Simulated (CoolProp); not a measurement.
trans-2-butene at several states: Z from the reference equation and from simpler models built on Tc = 155.5 °C, pc = 4.019 MPa, ω = 0.210; each cubic takes its own stable root.

Computed with CoolProp (reference Helmholtz-energy equation of state, Lemmon 2005). It is a short technical equation, of lower accuracy than the large ones.

```csv
T (°C),p (MPa),phase,reference
31.65,0.0148,gas,0.9960
194.85,1.61,gas,0.8887
192.55,0.0241,gas,0.9984
-96.75,0.0221,liquid,0.001161
34.35,0.43,liquid,0.01606
```

**Question.** How far does each simpler model (van der Waals, Soave-Redlich-Kwong, Peng-Robinson) lie from the reference over these 5 states: mean and median of the absolute difference, and the worst?

**Answer.** 
- van der Waals: mean 18129.5 %, median 0.8 %, worst +84981.8 % at -96.75 °C and 0.0221 MPa
- Soave-Redlich-Kwong: mean 4.5 %, median 0.4 %, worst +11.6 % at -96.75 °C and 0.0221 MPa
- Peng-Robinson: mean 0.8 %, median 0.5 %, worst -2.4 % at 34.35 °C and 0.43 MPa

At some of these states van der Waals gives the other phase, because its saturation line lies elsewhere.
